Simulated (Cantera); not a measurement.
A closed system holds: 1 mol Si3N4, 0.055 mol Si, 1.9 mol N2, equilibrated at 2325 K and 300 Pa.

Cantera equilibrium calculation (NASA polynomials, part measured and part estimated; ideal gas, pure solids and liquids). Candidate condensed phases: Si, Si3N4; 7 gas species. The tables' values for SiN are old estimates; treat these amounts as uncertain. Rates play no part.

Base state: N2 0.600, Si 0.387, Si2 0.00780, Si2N 0.00220, SiN 0.00220, Si3 0.00144 (mole fractions); condensed: Si(l).

Task: What changes in the equilibrium state with this change: temperature from 2325 K to 2473 K?

Result: 
```csv
species,before,after
N2,0.600,0.563
Si,0.387,0.431
Si2,0.00780,0.00369
Si3,0.00144,0.000215
Si2N,0.00220,0.000560
SiN,0.00220,0.00186
"Si(l), mol",0.378,0
```
